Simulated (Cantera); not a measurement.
Mixture: CH4 : CO : O2 : N2 = 1 : 0.25 : 3.66 : 13.9 (molar parts), at 7.20 atm, adiabatic and at constant volume. Ignition delay is the time to a rise of 400 K.

Cantera simulation using GRI-Mech 3.0 (53 species, 325 reactions); the numbers are that mechanism's predictions, not measurements.

What does this change do: constant pressure in place of constant volume?


```csv
quantity,before,after
delay at 1150 K,11.8 ms,12.2 ms
delay at 1250 K,3.04 ms,3.17 ms
delay at 1350 K,0.917 ms,0.962 ms
delay at 1450 K,0.315 ms,0.332 ms
delay at 1550 K,0.122 ms,0.129 ms
apparent activation energy between 1500 and 1600 K,180 kJ/mol,180 kJ/mol
```

What does this change do: CH4 1 to 1.3 parts?


| quantity | before | after |
|---|---|---|
| delay at 1150 K | 11.8 ms | 13.2 ms |
| delay at 1250 K | 3.04 ms | 3.43 ms |
| delay at 1350 K | 0.917 ms | 1.03 ms |
| delay at 1450 K | 0.315 ms | 0.351 ms |
| delay at 1550 K | 0.122 ms | 0.133 ms |
| apparent activation energy between 1500 and 1600 K | 180 kJ/mol | 180 kJ/mol |

What does this change do: N2 13.9 to 31 parts?


```csv
quantity,before,after
delay at 1150 K,11.8 ms,24.3 ms
delay at 1250 K,3.04 ms,6.41 ms
delay at 1350 K,0.917 ms,1.95 ms
delay at 1450 K,0.315 ms,0.655 ms
delay at 1550 K,0.122 ms,0.242 ms
apparent activation energy between 1500 and 1600 K,180 kJ/mol,190 kJ/mol
```
